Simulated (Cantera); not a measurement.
Input: 1 mol SiCl4, 430 mol H2, 0.39 mol HCl, at 1273 K and 1.00 bar.

Cantera equilibrium calculation (NASA polynomials, part measured and part estimated; ideal gas, pure solids and liquids). Candidate condensed phases: Si; 19 gas species. The tables' values for SiCl3 are old estimates; treat these amounts as uncertain. Kinetics and transport are ignored.

Base state: H2 0.990, HCl 0.00910, SiCl2 0.000216, SiHCl3 0.000102, SiH2Cl2 6.17e-5, SiCl3 2.79e-5, SiCl4 2.36e-5, SiH3Cl 1.04e-5 (mole fractions); condensed: Si(s).

**Question.** What changes in the equilibrium state with this change: H2 from 430 to 7.5 mol?

**Answer.** 
```csv
species,before,after
H2,0.990,0.799
HCl,0.00910,0.0900
SiCl4,2.36e-5,0.0716
SiHCl3,0.000102,0.0254
SiCl3,2.79e-5,0.00770
SiCl2,0.000216,0.00543
SiH2Cl2,6.17e-5,0.00125
"Si(s), mol",0.808,0
```

**Question.** What changes in the equilibrium state with this change: temperature from 1273 K to 950 K?

**Answer.** 
| species | before | after |
|---|---|---|
| H2 | 0.990 | 0.995 |
| HCl | 0.00910 | 0.00270 |
| SiHCl3 | 0.000102 | 0.00130 |
| SiCl2 | 0.000216 | 5.75e-6 |
| SiCl4 | 2.36e-5 | 0.000769 |
| Si(s), mol | 0.808 | 0 |
